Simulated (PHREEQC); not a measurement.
Synthetic water in mg/L, 25 °C, pH 1.96, pe 12.7:

```
constituent               mg/L
-----------------------  -----
Na                        76.6
K                         4.69
Ca                        70.5
Mg                        29.5
Cl                         114
S(6) as SO4               1350
O(0) (dissolved oxygen)  0.682
```

Valence states are taken as typed.

The numbers come from PHREEQC with the ion-association model, wateq4f.dat.

Each row changes one thing in this solution. This is a speciation only: nothing precipitates in the calculation.

```json
[
 {"case": "as made", "ionic strength (mol/kgw)": "0.0320", "SO4-2 (mol/kgw)": "0.00788", "HSO4- (mol/kgw)": "0.00516", "Ca+2 (mol/kgw)": "0.00120", "Mg+2 (mol/kgw)": "0.000803", "SI of Gypsum (CaSO4:2H2O)": "-1.00", "SI of Epsomite (MgSO4:7H2O)": "-3.61"},
 {"case": "Cl from 114 to 342 mg/L", "ionic strength (mol/kgw)": "0.0354", "SO4-2 (mol/kgw)": "0.00795", "HSO4- (mol/kgw)": "0.00511", "Ca+2 (mol/kgw)": "0.00122", "Mg+2 (mol/kgw)": "0.000814", "SI of Gypsum (CaSO4:2H2O)": "-1.01", "SI of Epsomite (MgSO4:7H2O)": "-3.63"},
 {"case": "temperature from 25 to 85 °C at the same typed pH", "ionic strength (mol/kgw)": "0.0251", "SO4-2 (mol/kgw)": "0.00322", "HSO4- (mol/kgw)": "0.00987", "Ca+2 (mol/kgw)": "0.00132", "Mg+2 (mol/kgw)": "0.000701", "SI of Gypsum (CaSO4:2H2O)": "-1.18", "SI of Epsomite (MgSO4:7H2O)": "-4.42"}
]
```

Away from 25 °C the constants follow the database's enthalpies or fits; those with neither stay at their 25 °C values.
